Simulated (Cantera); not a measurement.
A closed system holds: 1 mol CH3SiH3, 0.02 mol C3H8, 400 mol H2, at 30.0 mbar.

These are equilibrium values from Cantera (NASA tables, ideal gas, pure condensed phases), not measurements of a reactor. Candidate condensed phases: C, C6H6, C7H8, C8H18, Si, SiC; 87 gas species. The feed counts by its element totals alone. Gases not in the tables: Si2H6 and higher silanes. The numbers say what is thermodynamically allowed, not how fast it happens. All values below are at 2048 K.

Base state: H2 0.986, H 0.0128, Si 0.000326, C2H2 (acetylene) 0.000263, SiH 3.41e-5, SiH2 1.77e-5, Si2C 1.09e-5 (mole fractions); condensed: SiC(s).

Question: What changes in the equilibrium state with this change: C3H8 from 0.02 to 0.55 mol?

Answer: 
```csv
species,before,after
H2,0.986,0.986
H,0.0128,0.0128
C2H2 (acetylene),0.000263,0.00103
Si,0.000326,0.000164
SiH2,1.77e-5,8.91e-6
SiH,3.41e-5,1.72e-5
"SiC(s), mol",0.836,0.914
"C(graphite), mol",0,0.876
```
